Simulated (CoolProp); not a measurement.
Properties of CH3F (R41) along the isotherm -99.55 °C (Tc = 44.1 °C, pc = 59.06 bar, ω = 0.200).

Values from CoolProp's reference Helmholtz-energy equation of state, Lemmon 2006. It is a short technical equation, of lower accuracy than the large ones.

```tsv
p (bar)	phase	density (kg/m³)	cp (kJ/(kg K))
65.6	liquid	930.7	[?]
131	liquid	937.1	[?]
197	liquid	[?]	2.015
262	liquid	948.8	[?]
328	liquid	954.3	1.995
394	liquid	[?]	[?]
459	liquid	964.4	1.979
525	liquid	[?]	1.972
591	liquid	973.7	1.966
```

Q: Some entries are withheld; supply them.

A: 
- 65.6, cp (kJ/(kg K)): 2.041
- 131, cp (kJ/(kg K)): 2.027
- 197, density (kg/m³): 943.2
- 262, cp (kJ/(kg K)): 2.004
- 394, density (kg/m³): 959.5
- 394, cp (kJ/(kg K)): 1.986
- 525, density (kg/m³): 969.1
